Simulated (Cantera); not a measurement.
A closed system holds: 1 mol TEOS, 5 mol CO2, 2.4 mol N2, equilibrated at 0.240 bar.

These are equilibrium values from Cantera (NASA tables, ideal gas, pure condensed phases), not measurements of a reactor. Candidate condensed phases: C, C6H6, C7H8, C8H18, H2O, Si, SiC, SiO2, Si2N2O, Si3N4; 151 gas species. The feed counts by its element totals alone. The tables hold silica as quartz up to 1696 K and as liquid above; real silica turns to tridymite and cristobalite and melts near 1996 K. Equilibrium is a limit: real reactors are often held back by kinetics, nucleation or transport.

Over these rows the condensed part is C(graphite) + SiO2(β-quartz). Partial pressures as log10 of bar:

```
T (K)  1000/T (1/K)  log p HCN  log p CO  log p H2  log p N2
-----  ------------  ---------  --------  --------  --------
948          1.0549      -6.97     -1.04     -1.01     -1.58
1048         0.9542      -6.28     -0.95     -1.01     -1.62
1148         0.8711      -5.71     -0.93     -1.01     -1.62
1248         0.8013      -5.22     -0.93     -1.01     -1.63
1348         0.7418      -4.81     -0.93     -1.01     -1.63
1448         0.6906          ?     -0.93     -1.01     -1.63
```

### Question
Fit log p(HCN) = a + b·(1000/T) to the five rows, give the apparent enthalpy, and predict the row at 1448 K.

### Answer
Means: 1000/T = 0.8847, log p = -5.798. Sxy = -0.423561, Sxx = 0.0613592, so b = -6.90 and a = -5.798 − (-6.90)×0.8847 = 0.31.
Apparent enthalpy: −19.145 × (-6.90) = 132 kJ/mol. With the condensed phases at unit activity, C(graphite) + 1/2 H2(g) + 1/2 N2(g) = HCN(g) links this pressure to the main gases: over the six rows their terms move log p by -0.02 in all, so the slope is close to that reaction's ΔH°. The five rows lie within 0.01 of the line.
Prediction at 1448 K: 0.31 + (-6.90)×0.6906 = -4.46. The computed value is -4.46, 0.00 from the line.
